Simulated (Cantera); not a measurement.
Cantera run:

```python
import numpy as np
import cantera as ct

gas_names = [...]  # 123 gases of nasa_gas.yaml made of C, H, O, Si
cond_names = """
    C(gr) C6H6(L) C7H8(L) C8H18(L),n-octa H2O(s) H2O(L) Si(cr) Si(L) SiC(b) SiO2(Lqz) SiO2(hqz) SiO2(L)
""".split()


# ... load() reads the species with a 1 bar reference pressure and builds the phases ...
atoms = {
    'TEOS': {'Si': 1, 'C': 8, 'H': 20, 'O': 4},
    'O2': {'O': 2},
}
top_T = {'C(gr)': 4500, 'SiC(b)': 3050}  # K; cautious upper limits of use, not melting points


# ... equilibrate(T, P, feed) seeds the gas with the atoms and calls Mixture.equilibrate('TP', solver="vcs", rtol=1e-11, max_steps=5000) ...
results = []
feed = {'TEOS': 1, 'O2': 0.16}  # mol
P = 15000  # Pa
for T in [825, 900, 975, 1050, 1125, 1200, 1275, 1350, 1425]:
    mix = equilibrate(T, P, feed)
    results.append((T, P, feed, dict(zip(mix.species_names, mix.species_moles))))

top = {s: max(r[3][s] / sum(r[3][g] for g in gas_names) for r in results) for s in gas_names}
cols = sorted((s for s in top if top[s] > 1e-06), key=lambda s: -top[s])[:9]
seen = [c for c in cond_names if any(r[3].get(c, 0) > 1e-12 for r in results)]
print("log10 of partial pressures in bar; condensed amounts in mol")
print(f"{'T/K':>10s}" + "".join(f"{s[:9]:>10s}" for s in cols + seen))
for T, P, feed, n in results:
    ng = sum(n[g] for g in gas_names)
    print(f"{T:10.4g}" + "".join(f"{np.log10(max(n[s] / ng * P / 1e5, 1e-99)):10.3f}" for s in cols)
          + "".join(f"{n.get(c, 0):10.4g}" for c in seen))
```

Result:

```
log10 of partial pressures in bar; condensed amounts in mol
       T/K        H2        CO       H2O       CH4       CO2         H       SiO C2H2,acet     C(gr) SiO2(Lqz) SiO2(hqz)
       825    -0.959    -1.990    -1.848    -1.961    -2.326   -11.580   -23.547   -12.400     6.227         1         0
       900    -0.930    -1.694    -2.239    -2.366    -2.641   -10.397   -20.197   -11.180     5.965         0         1
       975    -0.922    -1.587    -2.729    -2.744    -3.191    -9.402   -17.227   -10.166     5.736         0         1
      1050    -0.918    -1.559    -3.218    -3.078    -3.788    -8.550   -14.623    -9.301     5.675         0         1
      1125    -0.916    -1.552    -3.660    -3.372    -4.337    -7.810   -12.355    -8.555     5.667         0         1
      1200    -0.916    -1.550    -4.051    -3.632    -4.823    -7.163   -10.371    -7.904     5.669         0         1
      1275    -0.915    -1.549    -4.398    -3.863    -5.253    -6.590    -8.624    -7.331     5.672         0         1
      1350    -0.915    -1.549    -4.706    -4.069    -5.633    -6.080    -7.075    -6.822     5.675         0         1
      1425    -0.915    -1.549    -4.981    -4.253    -5.972    -5.624    -5.693    -6.368     5.676         0    0.9998
```

Equilibrium computed with Cantera from the NASA thermochemical tables; the gas is ideal and each condensed phase is pure. The feed counts by its element totals alone. The tables hold silica as quartz up to 1696 K and as liquid above; real silica turns to tridymite and cristobalite and melts near 1996 K.
